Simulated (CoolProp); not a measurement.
Vapour-liquid equilibrium of R125 (1) + fluoroethane (R161) (2) at 14.45 °C; x and y are mole fractions of (1).

Computed with CoolProp (multi-fluid Helmholtz-energy mixture model, Lemmon 2005 and Wu 2012; pair parameters Bell 2016).

```json
[
 {"x": "0.05", "bubble pressure, mixture model (MPa)": "0.6981", "bubble pressure, Raoult's law (MPa)": "0.7028", "y, mixture model": "0.065", "y, Raoult's law": "0.073"},
 {"x": "0.2", "bubble pressure, mixture model (MPa)": "0.7478", "bubble pressure, Raoult's law (MPa)": "0.7549", "y, mixture model": "0.263", "y, Raoult's law": "0.274"},
 {"x": "0.35", "bubble pressure, mixture model (MPa)": "0.8083", "bubble pressure, Raoult's law (MPa)": "0.8070", "y, mixture model": "0.443", "y, Raoult's law": "0.448"},
 {"x": "0.5", "bubble pressure, mixture model (MPa)": "0.8711", "bubble pressure, Raoult's law (MPa)": "0.8592", "y, mixture model": "0.596", "y, Raoult's law": "0.601"},
 {"x": "0.65", "bubble pressure, mixture model (MPa)": "0.9298", "bubble pressure, Raoult's law (MPa)": "0.9113", "y, mixture model": "0.726", "y, Raoult's law": "0.737"},
 {"x": "0.8", "bubble pressure, mixture model (MPa)": "0.9810", "bubble pressure, Raoult's law (MPa)": "0.9635", "y, mixture model": "0.843", "y, Raoult's law": "0.858"},
 {"x": "0.95", "bubble pressure, mixture model (MPa)": "1.022", "bubble pressure, Raoult's law (MPa)": "1.016", "y, mixture model": "0.958", "y, Raoult's law": "0.966"}
]
```

The largest gap from Raoult's law is +2.0 % in bubble pressure, at x = 0.65. No azeotrope shows between x = 0.05 and 0.95.

The pair parameters rest on a limited set of measurements; away from them the model extrapolates. The gap from Raoult's law changes sign with composition, which may be real or a fault of the pair parameters; it wasn't checked against measurements.
